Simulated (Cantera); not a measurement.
Input (Python, Cantera) and output of one run.

```python
import numpy as np
import cantera as ct

gas_names = """
    H HO2 H2 H2O H2O2 O OH O2 O3 Si SiH SiH2 SiH3 SiH4 SiO SiO2 Si2 Si3
""".split()
cond_names = """
    H2O(s) H2O(L) Si(cr) Si(L) SiO2(Lqz) SiO2(hqz) SiO2(L)
""".split()


def load(file, names, dense=False):
    # The tables refer to 1 bar. Condensed volumes are neglected.
    table = {s.name: s for s in ct.Species.list_from_file(file)}
    out = []
    for n in names:
        d = dict(table[n].input_data)
        d["thermo"] = dict(d["thermo"], **{"reference-pressure": 1e5})
        if dense:
            d["equation-of-state"] = {"model": "constant-volume", "density": "1e6 g/cm^3"}
        out.append(ct.Species.from_dict(d))
    return out


gas = ct.Solution(thermo="ideal-gas", species=load("nasa_gas.yaml", gas_names))
cond = {s.name: ct.Solution(thermo="fixed-stoichiometry", species=[s], name=s.name)
        for s in load("nasa_condensed.yaml", cond_names, dense=True)}
atoms = {
    'Si2H6': {'Si': 2, 'H': 6},
    'O3': {'O': 3},
}
top_T = {}  # K; cautious upper limits of use, not melting points


def equilibrate(T, P, feed):
    n = {}
    for name, mol in feed.items():
        for a, k in atoms[name].items():
            n[a] = n.get(a, 0.0) + k * mol
    gas.TPX = T, P, n
    mass = sum(n.values()) * gas.mean_molecular_weight
    gas.equilibrate("TP")
    valid = [c for c in cond.values() if c.min_temp <= T <= top_T.get(c.name, c.max_temp)]
    mix = ct.Mixture([(gas, mass / gas.mean_molecular_weight)] + [(c, 0.0) for c in valid])
    mix.T, mix.P = T, P
    mix.equilibrate("TP", solver="vcs", rtol=1e-11, max_steps=5000)
    return mix


results = []
feed = {'Si2H6': 1, 'O3': 0.074}  # mol
P = 13332.2  # Pa
for T in [650, 700, 750, 800, 850, 900, 950, 1000, 1050, 1100, 1150, 1200]:
    mix = equilibrate(T, P, feed)
    results.append((T, P, feed, dict(zip(mix.species_names, mix.species_moles))))

top = {s: max(r[3][s] / sum(r[3][g] for g in gas_names) for r in results) for s in gas_names}
cols = sorted((s for s in top if top[s] > 0.001), key=lambda s: -top[s])[:8]
seen = [c for c in cond_names if any(r[3].get(c, 0) > 1e-12 for r in results)]
print("log10 of partial pressures in bar; condensed amounts in mol")
print(f"{'T/K':>10s}" + "".join(f"{s[:9]:>10s}" for s in cols + seen))
for T, P, feed, n in results:
    ng = sum(n[g] for g in gas_names)
    print(f"{T:10.4g}" + "".join(f"{np.log10(max(n[s] / ng * P / 1e5, 1e-99)):10.3f}" for s in cols)
          + "".join(f"{n.get(c, 0):10.4g}" for c in seen))
```

It prints:

```
log10 of partial pressures in bar; condensed amounts in mol
       T/K        H2    Si(cr) SiO2(Lqz) SiO2(hqz)
       650    -0.875     1.889     0.111         0
       700    -0.875     1.889     0.111         0
       750    -0.875     1.889     0.111         0
       800    -0.875     1.889     0.111         0
       850    -0.875     1.889         0     0.111
       900    -0.875     1.889         0     0.111
       950    -0.875     1.889         0     0.111
      1000    -0.875     1.889         0     0.111
      1050    -0.875     1.889         0     0.111
      1100    -0.875     1.889         0     0.111
      1150    -0.875     1.889         0     0.111
      1200    -0.875     1.889         0     0.111
```

Equilibrium computed with Cantera from the NASA thermochemical tables; the gas is ideal and each condensed phase is pure. The feed counts by its element totals alone. Mutual solubility and eutectic melting of coexisting phases are not modelled. The tables hold silica as quartz up to 1696 K and as liquid above; real silica turns to tridymite and cristobalite and melts near 1996 K.
